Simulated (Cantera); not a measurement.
An isothermal, constant-pressure homogeneous reactor starts with 23.8 % C₂H₆, 76.2 % H₂, at 1498 K and 0.0350 bar.

Computed with Cantera and GRI-Mech 3.0 (53 species, 325 reactions). GRI-Mech 3.0 stops at C3 and has no aromatics, soot or wall deposition, so with more carbon than oxygen in the feed, carbon stays in small species such as C2H2 where larger ones or solid carbon would form. Radical loss at walls, strong at low pressure, is not modelled.

x: mole fraction; the columns are a selection and need not sum to one.

```csv
t (s),x C₂H₆,x H₂,x H,x C₂H₄,x C₂H₂,x CH₂,x CH₃
9.00e-5,0.224,0.759,0.000314,0.00558,8.80e-6,9.42e-7,0.00359
0.000253,0.172,0.750,0.000611,0.0320,0.000431,3.23e-6,0.00845
0.000713,0.0611,0.721,0.000827,0.0808,0.00637,3.06e-6,0.00784
0.00201,0.00578,0.711,0.000492,0.0873,0.0266,7.73e-7,0.00254
0.00565,[?],0.717,[?],[?],[?],[?],[?]
0.0159,[?],0.722,[?],[?],[?],[?],[?]
0.0448,2.51e-5,0.727,4.10e-5,0.0358,0.0769,8.06e-9,0.000182
0.126,2.23e-5,0.733,4.32e-5,0.0138,0.0968,8.44e-9,0.000185
0.355,2.34e-5,0.738,4.83e-5,0.00185,0.108,9.97e-9,0.000199
1.00,2.13e-5,0.744,4.97e-5,0.00126,0.112,9.78e-9,0.000191
```

**Question.** What belongs in the gaps?

**Answer.** 
- 0.00565, x C₂H₆: 0.000520
- 0.00565, x H: 0.000166
- 0.00565, x C₂H₄: 0.0701
- 0.00565, x C₂H₂: 0.0456
- 0.00565, x CH₂: 1.15e-7
- 0.00565, x CH₃: 0.000772
- 0.0159, x C₂H₆: 7.53e-5
- 0.0159, x H: 6.63e-5
- 0.0159, x C₂H₄: 0.0535
- 0.0159, x C₂H₂: 0.0609
- 0.0159, x CH₂: 2.08e-8
- 0.0159, x CH₃: 0.000301
